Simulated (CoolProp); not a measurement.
CH2F2 (R32) at 293.15 K and 0.242 MPa flows at 0.8 m/s in a round tube of 100 mm bore and 0.25 µm roughness, fully developed (64/Re and Nu = 3.66 if laminar; Colebrook and Gnielinski if turbulent). Each further row changes one setting.

Model: reference Helmholtz-energy equation of state, Tillner-Roth 1997, in CoolProp.

```csv
case,Reynolds number,Darcy friction factor,pressure drop (Pa/m),heat-transfer coefficient (W/(m² K)),mass flow (kg/h)
as stated,32500,___,0.394,___,121
velocity 1.6 m/s,65000,0.0197,___,19.4,241
diameter 200 mm,65000,0.0197,___,9.68,___
```

**Question.** What belongs in the gaps?

**Answer.** 
- as stated, Darcy friction factor: 0.0231
- as stated, heat-transfer coefficient (W/(m² K)): 11.2
- velocity 1.6 m/s, pressure drop (Pa/m): 1.35
- diameter 200 mm, pressure drop (Pa/m): 0.168
- diameter 200 mm, mass flow (kg/h): 483

Viscosity comes from a separate model (Bell 2016), an estimate that may be off by 10 % or more. Thermal conductivity comes from a separate model (Huber 2003), an estimate that may be off by 10 % or more.
